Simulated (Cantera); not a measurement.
Cantera run, input and output.

```python
import numpy as np
import cantera as ct

gas = ct.Solution("gri30.yaml")
gas.TPX = 1200, 470000, {'CH4': 1, 'O2': 2, 'N2': 7.52}
reactor = ct.IdealGasConstPressureReactor(gas, energy="on", clone=False)
net = ct.ReactorNet([reactor])
net.rtol, net.atol = 1e-08, 1e-16
show = ['CH4', 'O2', 'C2H4', 'HO2', 'C2H']
times = np.geomspace(1e-06, 4, 10)

steps = ct.SolutionArray(gas, extra=["t"])
rows = []
print(f"{'t/s':>10s}{'T/K':>9s}{'P/Pa':>11s}" + "".join(f"{s:>11s}" for s in show))
for t in times:
    while net.time < t:
        t_next = net.step()
        steps.append(gas.state, t=t_next)
    rows.append([np.interp(t, steps.t, y) for y in (steps.T, steps.P, *steps(*show).X.T)])
    print(f"{t:10.3e}{rows[-1][0]:9.1f}{rows[-1][1]:11.4g}" + "".join(f"{x:11.3e}" for x in rows[-1][2:]))
rate = np.gradient(steps.T, steps.t)
print("integrator steps:", len(steps.t))
if steps.T.max() > steps.T[0] + 200:
    print(f"time of steepest temperature rise: {steps.t[rate.argmax()]:.4e} s")
gas.TPX = 1200, 470000, {'CH4': 1, 'O2': 2, 'N2': 7.52}
gas.equilibrate("HP")
print(f"equilibrium (HP): T = {gas.T:.1f} K  " + "  ".join(f"{s} {gas[s].X[0]:.3e}" for s in show))
```

It prints:

```
       t/s      T/K       P/Pa        CH4         O2       C2H4        HO2        C2H
 1.000e-06   1200.0    4.7e+05  9.506e-02  1.901e-01  1.251e-17  3.899e-09  9.478e-39
 5.415e-06   1200.0    4.7e+05  9.506e-02  1.901e-01  4.785e-15  2.099e-08  8.610e-35
 2.932e-05   1200.0    4.7e+05  9.506e-02  1.901e-01  1.076e-12  1.099e-07  7.276e-31
 1.587e-04   1200.0    4.7e+05  9.506e-02  1.901e-01  3.402e-10  4.891e-07  1.702e-26
 8.595e-04   1200.1    4.7e+05  9.502e-02  1.901e-01  1.284e-07  9.590e-07  9.146e-22
 4.654e-03   1203.1    4.7e+05  9.443e-02  1.897e-01  6.087e-06  3.972e-06  1.962e-18
 2.520e-02   2708.6    4.7e+05  5.612e-15  1.233e-02  6.473e-23  5.361e-06  1.032e-19
 1.364e-01   2708.6    4.7e+05  5.612e-15  1.233e-02  6.473e-23  5.361e-06  1.032e-19
 7.388e-01   2708.6    4.7e+05  5.612e-15  1.233e-02  6.473e-23  5.361e-06  1.032e-19
 4.000e+00   2708.6    4.7e+05  5.612e-15  1.233e-02  6.473e-23  5.361e-06  1.032e-19
integrator steps: 2404
time of steepest temperature rise: 1.0683e-02 s
equilibrium (HP): T = 2708.6 K  CH4 7.131e-15  O2 1.233e-02  C2H4 7.106e-23  HO2 5.361e-06  C2H 1.110e-19
```

Computed with Cantera and GRI-Mech 3.0 (53 species, 325 reactions).
